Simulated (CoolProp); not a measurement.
Vapour-liquid equilibrium of n-octane (1) + ethylbenzene (2) at 387.5 K; x and y are mole fractions of (1).

Computed with CoolProp (multi-fluid Helmholtz-energy mixture model, Beckmüller 2019 and Zhou 2012; pair parameters Bell 2016).

| x | bubble pressure (kPa) | y at the bubble point | dew pressure at overall composition x (kPa) | liquid density (mol/L) |
|---|---|---|---|---|
| 0.05 | 56.13 | 0.080 | 55.40 | 7.236 |
| 0.125 | 58.68 | 0.186 | 57.20 | 7.055 |
| 0.2 | 60.94 | 0.278 | 59.02 | 6.883 |
| 0.275 | 62.94 | 0.360 | 60.87 | 6.718 |
| 0.35 | 64.72 | 0.435 | 62.70 | 6.560 |
| 0.425 | 66.30 | 0.505 | 64.49 | 6.409 |
| 0.5 | 67.71 | 0.571 | 66.20 | 6.264 |
| 0.575 | 68.95 | 0.635 | 67.79 | 6.126 |
| 0.65 | 70.05 | 0.697 | 69.23 | 5.993 |
| 0.725 | 71.00 | 0.760 | 70.49 | 5.866 |
| 0.8 | 71.81 | 0.823 | 71.53 | 5.744 |
| 0.875 | 72.47 | 0.887 | 72.36 | 5.627 |
| 0.95 | 72.99 | 0.954 | 72.96 | 5.516 |

No azeotrope shows between x = 0.05 and 0.95.

The pair parameters rest on a limited set of measurements; away from them the model extrapolates.
